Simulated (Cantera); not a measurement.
Hydrocarbon pyrolysis for carbon deposition

An isothermal, constant-pressure homogeneous reactor starts with 40.0 % C3H8, 60.0 % H2, at 1373 K and 0.128 Torr.

Model: GRI-Mech 3.0 (53 species, 325 reactions), integrated in Cantera. GRI-Mech 3.0 was tuned for natural gas; its chemistry of propane as a main component is partial and can be far from experiment. GRI-Mech 3.0 stops at C3 and has no aromatics, soot or wall deposition, so with more carbon than oxygen in the feed, carbon stays in small species such as C2H2 where larger ones or solid carbon would form. Radical loss at walls, strong at low pressure, is not modelled.

```tsv
t (s)	x C3H8	x H2	x C2H6	x H	x CH4	x C2H	x C2H2
0.000400	0.400	0.600	1.46e-6	7.77e-6	5.02e-6	<1e-12	6.30e-12
0.00109	0.399	0.599	1.04e-5	2.73e-5	3.80e-5	<1e-12	2.32e-10
0.00299	0.396	0.598	6.93e-5	7.31e-5	0.000307	<1e-12	1.67e-8
0.00818	0.383	0.594	0.000375	0.000170	0.00271	<1e-12	1.46e-6
0.0224	0.333	0.574	0.00143	0.000426	0.0225	5.37e-11	9.21e-5
0.0612	0.155	0.507	0.00384	0.00121	0.120	7.25e-9	0.00384
0.167	0.00526	0.468	0.00193	0.00162	0.236	1.30e-7	0.0475
0.458	7.06e-5	0.491	0.000444	0.000435	0.241	6.32e-8	0.0896
1.25	7.54e-7	0.505	0.000137	0.000145	0.235	2.59e-8	0.113
3.42	5.54e-9	0.516	3.83e-5	5.78e-5	0.230	1.18e-8	0.133
9.36	4.73e-10	0.527	8.73e-6	2.61e-5	0.225	5.96e-9	0.151
25.6	9.59e-11	0.539	2.55e-6	1.49e-5	0.219	3.80e-9	0.173
70.0	7.22e-11	0.555	2.22e-6	1.56e-5	0.211	4.47e-9	0.200
```
x: mole fraction; the columns are a selection and need not sum to one.

Equilibrium at this temperature and pressure: C3H8 <1e-12, H2 0.727, C2H6 1.17e-10, H 0.000219, CH4 0.000208, C2H 6.54e-8, C2H2 0.273 (gas phase only).
